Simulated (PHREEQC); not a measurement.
Buffer (model solution)

Solution (25 °C): 6.3 mmol/kgw H3PO4 and 2.5 mmol/kgw NaOH. Closed to the air; pH follows from the charge balance.

Equilibrium calculation in PHREEQC: ion-association model, wateq4f.dat.

```
Property                   Result
----------------  ---------------
pH                           2.66
ionic strength    0.00485 mol/kgw
total alkalinity     -3.80 meq/kg
```

```tsv
species	molality	activity	log γ
H2PO4-	0.00485	0.00451	-0.032
Na+	0.00250	0.00232	-0.032
H+	0.00235	0.00219	-0.029
H3PO4	0.00145	0.00145	0.000
HPO4-2	1.71e-7	1.28e-7	-0.127
```

Precipitation was switched off in this run. Complexes and solids missing from the database can't appear. H3PO4, which wateq4f.dat lacks, is added to it with the constant of phreeqc.dat.
